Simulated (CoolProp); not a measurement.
Saturation properties of nitrogen.

Computed with CoolProp (reference Helmholtz-energy equation of state, Span 2000).

```
T (K)  p (kPa)  enthalpy of vaporisation (kJ/kg)  vapour Z  liquid viscosity (µPa s)  vapour viscosity (µPa s)
-----  -------  --------------------------------  --------  ------------------------  ------------------------
99.3     741.2                             162.5    0.8265                      77.3                      7.36
101.4    856.5                             157.8    0.8079                      72.7                      7.58
103.4    977.8                             152.9    0.7891                      68.5                      7.80
105.5     1118                             147.5    0.7680                      64.3                      8.04
107.6     1272                             141.6    0.7454                      60.3                      8.30
109.6     1432                             135.6    0.7223                      56.7                      8.57
111.7     1615                             128.7    0.6961                      53.0                      8.88
113.7     1805                             121.4    0.6690                      49.5                      9.20
115.8     2022                             113.0    0.6379                      45.9                      9.59
117.9     2256                             103.3    0.6032                      42.2                      10.1
119.9     2498                             92.63    0.5655                      38.6                      10.6
122       2773                             78.92    0.5187                      34.5                      11.3
124.1     3071                             60.23    0.4575                      29.6                      12.5
```

It boils at 77.4 K under 1 atm.

Viscosity comes from a separate model (Lemmon 2004).
